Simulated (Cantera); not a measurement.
Feed: 1 mol Cu2O, a varied amount of CO, at 2177 °C and 0.400 bar.

Equilibrium computed with Cantera from the NASA thermochemical tables; the gas is ideal and each condensed phase is pure. Candidate condensed phases: C, Cu, CuO, Cu2O; 15 gas species. Kinetics and transport are ignored.

Which condensed phases are stable at each of these points (n(CO) (mol)): 2.2, 2.7, 3.2, 3.8, 4.5, 5.4, 6.4, 7.6, 9.1, 11?


```csv
n(CO) (mol),condensed phases,Cu condensed (%)
2.2,Cu(l),46.4
2.7,Cu(l),34.3
3.2,Cu(l),22.2
3.8,Cu(l),7.7
4.5,gas only,0.0
5.4,gas only,0.0
6.4,gas only,0.0
7.6,gas only,0.0
9.1,gas only,0.0
11,gas only,0.0
```

From 2.2 mol CO to 3.8 mol CO the condensed part is Cu(l). From 4.5 mol CO to 11 mol CO nothing is condensed.
